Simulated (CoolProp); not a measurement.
Ammonia along the isotherm 346.8 K: density (kg/m³) from the reference equation and from simpler models built on Tc = 405.6 K, pc = 113.6 bar, ω = 0.256; each cubic takes its own stable root.

Model: reference Helmholtz-energy equation of state, Gao 2020, in CoolProp.

```csv
p (bar),phase,reference
5.68,gas,3.472
11.4,gas,7.237
17,gas,11.25
22.7,gas,15.75
28.4,gas,20.83
34.1,gas,26.72
39.8,liquid,519.9
45.5,liquid,521.1
51.1,liquid,522.3
56.8,liquid,523.5
```

Problem. How far does each simpler model (van der Waals, Redlich-Kwong, Soave-Redlich-Kwong) lie from the reference over these 10 states: mean and median of the absolute difference, and the worst?

Solution. 
- van der Waals: mean 40.5 %, median 9.9 %, worst -94.5 % at 346.8 K and 39.8 bar
- Redlich-Kwong: mean 19.6 %, median 6.3 %, worst -94.2 % at 346.8 K and 39.8 bar
- Soave-Redlich-Kwong: mean 10.8 %, median 4.9 %, worst -23.0 % at 346.8 K and 39.8 bar

At some of these states van der Waals, Redlich-Kwong gives the other phase, because its saturation line lies elsewhere.
